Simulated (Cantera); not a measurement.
Carbothermic reduction: TiO2 + CH4 + H2

A closed system holds: 1 mol TiO2, 1.9 mol CH4, 0.93 mol H2.

These are equilibrium values from Cantera (NASA tables, ideal gas, pure condensed phases), not measurements of a reactor. Candidate condensed phases: C, C6H6, C7H8, C8H18, H2O, Ti, TiC, TiO, TiO2, Ti2O3, Ti3O5, Ti4O7; 113 gas species. Mutual solubility and eutectic melting of coexisting phases are not modelled. TiC, TiO: taken at fixed stoichiometry. Condensed phases not in the tables: solid solutions among these carbides, nitrides and lower oxides. Equilibrium is a limit: real reactors are often held back by kinetics, nucleation or transport.

Stable condensed phases:

```
T in °C \ P in Pa
              10      36     130     460    1700    6000   22000   77000  280000 1000000
   2250        A       A       A       A       B       B       B       B       B       B
   2200        A       A       A       A       B       B       B       B       B       B
   2150        A       A       A       C       B       B       B       B       B       B
   2100        A       A       A       B       B       B       B       B       B       B
   2050        A       A       A       B       B       B       B       B       B       B
   2000        A       A       B       B       B       B       B       B       B       D
   1950        A       A       B       B       B       B       B       B       B       D
   1900        A       C       B       B       B       B       B       B       D       D
   1850        A       B       B       B       B       B       B       B       D       D
   1800        C       B       B       B       B       B       B       D       D       D
   1750        B       B       B       B       B       B       B       D       D       D
   1700        B       B       B       B       B       B       D       D       D       D
   1650        B       B       B       B       B       B       D       D       D       D
```

A: gas only; B: TiC + TiO; C: TiC; D: TiC + Ti2O3.
